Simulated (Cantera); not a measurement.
An isothermal, constant-pressure homogeneous reactor starts with 43.5 % CH₄, 56.5 % H₂O, at 2125 K and 210000 Pa.

Cantera simulation using GRI-Mech 3.0 (53 species, 325 reactions); the numbers are that mechanism's predictions, not measurements.

x: mole fraction; the columns are a selection and need not sum to one.

```tsv
t (s)	x CH₄	x H₂O	x HCO	x H₂O₂	x C₂H	x CO
6.00e-5	0.0786	0.408	9.14e-7	6.71e-10	1.15e-5	0.0122
0.000330	0.0229	0.334	3.37e-7	4.66e-10	1.17e-5	0.0424
0.00181	(withheld)	(withheld)	2.42e-7	1.54e-10	(withheld)	(withheld)
0.00996	0.00508	0.101	2.58e-7	2.94e-11	1.23e-6	0.201
0.0548	0.000284	0.0660	2.75e-7	1.20e-11	1.01e-8	0.228
0.301	1.01e-7	0.0654	2.75e-7	1.19e-11	<1e-12	0.228
1.65	1.01e-7	0.0654	2.75e-7	1.19e-11	<1e-12	0.228
9.10	1.01e-7	0.0654	2.75e-7	1.19e-11	<1e-12	0.228
50.0	1.01e-7	0.0654	2.75e-7	1.19e-11	<1e-12	0.228
```

Problem. What belongs in the gaps?

Solution. 
- 0.00181, x CH₄: 0.0134
- 0.00181, x H₂O: 0.211
- 0.00181, x C₂H: 5.87e-6
- 0.00181, x CO: 0.120
